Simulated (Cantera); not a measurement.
Charge: 1 mol Si, 2.4 mol H2O, 4.2 mol CO, held at 503 Torr.

Equilibrium computed with Cantera from the NASA thermochemical tables; the gas is ideal and each condensed phase is pure. Candidate condensed phases: C, C6H6, C7H8, C8H18, H2O, Si, SiC, SiO2; 123 gas species. The tables hold silica as quartz up to 1696 K and as liquid above; real silica turns to tridymite and cristobalite and melts near 1996 K. Gases not in the tables: Si(OH)4. Equilibrium is a limit: real reactors are often held back by kinetics, nucleation or transport.

x: gas mole fraction; n: condensed amount in mol.

```csv
T (°C),x CO,x H2,x CO2,x H2O,x CH4,x H,x SiO,n C(graphite),n SiO2(β-quartz),n SiO2(condensed)
675,0.393,0.329,0.181,0.0840,0.0125,?,<1e-12,0.985,1.00,0
750,0.551,0.336,0.0729,0.0340,0.00568,?,<1e-12,0.237,1.00,0
825,0.597,0.339,0.0397,0.0227,0.00155,?,<1e-12,0,1.00,0
900,0.601,0.338,0.0355,0.0254,0.000283,?,<1e-12,0,1.00,0
975,0.604,0.335,0.0325,0.0281,6.23e-5,?,4.56e-12,0,1.00,0
1050,0.606,0.333,0.0300,0.0306,1.64e-5,?,8.22e-11,0,1.00,0
1125,0.609,0.331,0.0279,0.0328,5.00e-6,?,1.08e-9,0,1.00,0
1200,0.610,0.329,0.0260,0.0346,1.73e-6,?,1.10e-8,0,1.00,0
1275,0.612,0.327,0.0243,0.0363,6.69e-7,?,8.85e-8,0,1.000,0
1350,0.613,0.326,0.0229,0.0377,2.84e-7,?,5.87e-7,0,1.000,0
1425,0.615,0.325,0.0216,0.0390,1.30e-7,?,3.29e-6,0,0,1.000
1500,0.616,0.323,0.0205,0.0401,6.43e-8,?,1.55e-5,0,0,1.000
```

Task: What belongs in the gaps?

Result: 
- 675, x H: 3.68e-10
- 750, x H: 2.93e-9
- 825, x H: 1.76e-8
- 900, x H: 8.37e-8
- 975, x H: 3.30e-7
- 1050, x H: 1.12e-6
- 1125, x H: 3.33e-6
- 1200, x H: 8.87e-6
- 1275, x H: 2.15e-5
- 1350, x H: 4.82e-5
- 1425, x H: 0.000101
- 1500, x H: 0.000198
